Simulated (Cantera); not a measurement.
## Thermodynamics of fluorocarbon and chlorocarbon gases, feed C2F6 + H2

A closed system holds: 1 mol C2F6, 0.13 mol H2, held at 13.3 mbar.

Method: chemical equilibrium by Gibbs-energy minimisation in Cantera with the NASA 1993 tables (ideal gas, pure condensed phases). Candidate condensed phases: C, C6H6, C7H8, C8H18; 110 gas species. Ions and electrons are included (thermal ionisation). The feed counts by its element totals alone. The tables' values for C2F4 are old estimates; treat these amounts as uncertain. Gases not in the tables: C2F6 and larger saturated fluorocarbons. The numbers say what is thermodynamically allowed, not how fast it happens.

| T (K) | x F | x CF4 | x CF2 | x C | x HF | x CF | x C3 | x H | x C2 | x CF3 | n C(graphite) |
|---|---|---|---|---|---|---|---|---|---|---|---|
| 2000 | 0.0267 | 0.740 | 0.0830 | 2.28e-9 | 0.144 | 0.000124 | 2.08e-9 | 4.39e-7 | 1.76e-10 | 0.00681 | 0.499 |
| 2250 | 0.183 | 0.341 | 0.352 | 2.73e-7 | 0.104 | 0.00253 | 4.87e-7 | 2.39e-6 | 4.29e-8 | 0.0170 | 0.225 |
| 2500 | 0.504 | 0.0222 | 0.386 | 1.25e-5 | 0.0636 | 0.0165 | 3.73e-5 | 1.25e-5 | 3.44e-6 | 0.00726 | 0.233 |
| 2750 | 0.733 | 0.000384 | 0.165 | 0.000283 | 0.0505 | 0.0479 | 0.00127 | 9.12e-5 | 0.000122 | 0.000913 | 0.874 |
| 3000 | 0.785 | 4.92e-6 | 0.0497 | 0.00380 | 0.0435 | 0.0908 | 0.0234 | 0.000642 | 0.00238 | 7.78e-5 | 0.694 |
| 3250 | 0.779 | 5.57e-8 | 0.00921 | 0.0201 | 0.0364 | 0.0854 | 0.0556 | 0.00340 | 0.0101 | 4.66e-6 | 0 |
| 3500 | 0.780 | 8.92e-10 | 0.00159 | 0.0603 | 0.0258 | 0.0587 | 0.0436 | 0.0117 | 0.0180 | 3.08e-7 | 0 |
| 3750 | 0.759 | 1.85e-11 | 0.000272 | 0.131 | 0.0123 | 0.0344 | 0.0204 | 0.0225 | 0.0208 | 2.23e-8 | 0 |
| 4000 | 0.737 | <1e-12 | 4.37e-5 | 0.195 | 0.00452 | 0.0162 | 0.00463 | 0.0283 | 0.0136 | 1.69e-9 | 0 |
| 4250 | 0.729 | <1e-12 | 7.22e-6 | 0.225 | 0.00166 | 0.00685 | 0.000657 | 0.0303 | 0.00609 | 1.45e-10 | 0 |
| 4500 | 0.727 | <1e-12 | 1.36e-6 | 0.235 | 0.000656 | 0.00295 | 9.09e-5 | 0.0310 | 0.00254 | 1.55e-11 | 0 |
| 4750 | 0.727 | <1e-12 | 2.99e-7 | 0.239 | 0.000283 | 0.00136 | 1.44e-5 | 0.0313 | 0.00111 | 2.05e-12 | 0 |
| 5000 | 0.726 | <1e-12 | 7.60e-8 | 0.240 | 0.000132 | 0.000666 | 2.68e-6 | 0.0314 | 0.000514 | <1e-12 | 0 |
x: gas mole fraction; n: condensed amount in mol.

From 2000 K to 3000 K the condensed part is C(graphite). From 3250 K to 5000 K nothing is condensed. The main C-bearing gas is CF4 at 2000 K and C at 5000 K.
